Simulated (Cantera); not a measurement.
What does this Cantera script print?

```python
import numpy as np
import cantera as ct

gas = ct.Solution("gri30.yaml")
gas.TPX = 1975, 101325, {'CH4': 1, 'H2': 36}
reactor = ct.IdealGasConstPressureReactor(gas, energy="off", clone=False)
net = ct.ReactorNet([reactor])
net.rtol, net.atol = 1e-08, 1e-18
show = ['CH4', 'H2', 'C2H', 'H', 'C2H6', 'C2H2', 'CH2']
times = np.geomspace(0.0003, 200, 10)

steps = ct.SolutionArray(gas, extra=["t"])
rows = []
print(f"{'t/s':>10s}{'T/K':>9s}{'P/Pa':>11s}" + "".join(f"{s:>11s}" for s in show))
for t in times:
    while net.time < t:
        t_next = net.step()
        steps.append(gas.state, t=t_next)
    rows.append([np.interp(t, steps.t, y) for y in (steps.T, steps.P, *steps(*show).X.T)])
    print(f"{t:10.3e}{rows[-1][0]:9.1f}{rows[-1][1]:11.4g}" + "".join(f"{x:11.3e}" for x in rows[-1][2:]))
rate = np.gradient(steps.T, steps.t)
print("integrator steps:", len(steps.t))
if steps.T.max() > steps.T[0] + 200:
    print(f"time of steepest temperature rise: {steps.t[rate.argmax()]:.4e} s")
gas.TPX = 1975, 101325, {'CH4': 1, 'H2': 36}
gas.equilibrate("TP")
print(f"equilibrium (TP): T = {gas.T:.1f} K  " + "  ".join(f"{s} {gas[s].X[0]:.3e}" for s in show))
```

Output:

```
       t/s      T/K       P/Pa        CH4         H2        C2H          H       C2H6       C2H2        CH2
 3.000e-04   1975.0  1.013e+05  2.502e-02  9.724e-01  1.296e-08  1.310e-03  5.602e-06  5.609e-04  1.038e-06
 1.331e-03   1975.0  1.013e+05  2.068e-02  9.746e-01  6.351e-08  1.319e-03  3.851e-06  2.738e-03  8.779e-07
 5.906e-03   1975.0  1.013e+05  1.167e-02  9.794e-01  1.693e-07  1.336e-03  1.252e-06  7.239e-03  5.216e-07
 2.621e-02   1975.0  1.013e+05  4.183e-03  9.833e-01  2.586e-07  1.353e-03  1.774e-07  1.097e-02  1.964e-07
 1.163e-01   1975.0  1.013e+05  2.000e-03  9.844e-01  2.851e-07  1.358e-03  5.472e-08  1.206e-02  9.587e-08
 5.160e-01   1975.0  1.013e+05  1.929e-03  9.845e-01  2.860e-07  1.359e-03  5.219e-08  1.209e-02  9.255e-08
 2.289e+00   1975.0  1.013e+05  1.929e-03  9.845e-01  2.860e-07  1.359e-03  5.219e-08  1.209e-02  9.255e-08
 1.016e+01   1975.0  1.013e+05  1.929e-03  9.845e-01  2.860e-07  1.359e-03  5.219e-08  1.209e-02  9.255e-08
 4.507e+01   1975.0  1.013e+05  1.929e-03  9.845e-01  2.860e-07  1.359e-03  5.219e-08  1.209e-02  9.255e-08
 2.000e+02   1975.0  1.013e+05  1.929e-03  9.845e-01  2.860e-07  1.359e-03  5.219e-08  1.209e-02  9.255e-08
integrator steps: 831
equilibrium (TP): T = 1975.0 K  CH4 1.929e-03  H2 9.845e-01  C2H 2.860e-07  H 1.359e-03  C2H6 5.219e-08  C2H2 1.209e-02  CH2 9.255e-08
```

Detailed kinetics in Cantera: GRI-Mech 3.0 (53 species, 325 reactions). GRI-Mech 3.0 stops at C3 and has no aromatics, soot or wall deposition, so with more carbon than oxygen in the feed, carbon stays in small species such as C2H2 where larger ones or solid carbon would form.
